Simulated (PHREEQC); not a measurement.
Make-up at 25 °C: 0.065 mol H3BO3 and 0.012 mol H2S per kg of water. Closed to the air; pH follows from the charge balance.

Computed with PHREEQC (ion-association model, phreeqc.dat).

Precipitation was switched off in this run.

Question: Predict the pH.

Answer: pH 4.43.
